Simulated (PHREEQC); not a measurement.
Consider water at 25 °C with 0.0092 mol/kgw CdCl2, 1.3 mol/kgw KCl and 0.55 mol/kgw H2SO4. It is in equilibrium with CO2 at log p = -2 (atm). Otherwise closed; pH follows from the charge balance.

Equilibrium calculation in PHREEQC: ion-association model, phreeqc.dat.

Each row changes one thing in this solution. No solid was allowed to form.

| case | pH | ionic strength (mol/kgw) | HSO4- (mol/kgw) | SO4-2 (mol/kgw) | (CO2)2 (mol/kgw) | HCO3- (mol/kgw) |
|---|---|---|---|---|---|---|
| as made | 0.30 | 2.00 | 0.407 | 0.0754 | 1.34e-9 | 4.52e-10 |
| diluted 5-fold with water | 0.96 | 0.419 | 0.0772 | 0.0240 | 1.93e-9 | 1.94e-9 |
| KCl replaced by KBr at the same molality | 0.30 | 2.00 | 0.407 | 0.0754 | 1.34e-9 | 4.52e-10 |
| 0.1 mol/kgw NaOH added | 0.35 | 2.02 | 0.389 | 0.0823 | 1.34e-9 | 5.13e-10 |
| CdCl2 left out | 0.30 | 2.00 | 0.407 | 0.0753 | 1.34e-9 | 4.52e-10 |
| KCl left out | 0.34 | 0.661 | 0.500 | 0.0461 | 1.83e-9 | 4.84e-10 |
| temperature from 25 to 20 °C | 0.29 | 2.02 | 0.402 | 0.0812 | 1.49e-9 | 4.80e-10 |

The ionic strength passes 0.7 mol/kgw, the rough limit of the ion-association models, in as made; KCl replaced by KBr at the same molality; 0.1 mol/kgw NaOH added; CdCl2 left out; temperature from 25 to 20 °C. Complexes and solids missing from the database can't appear.
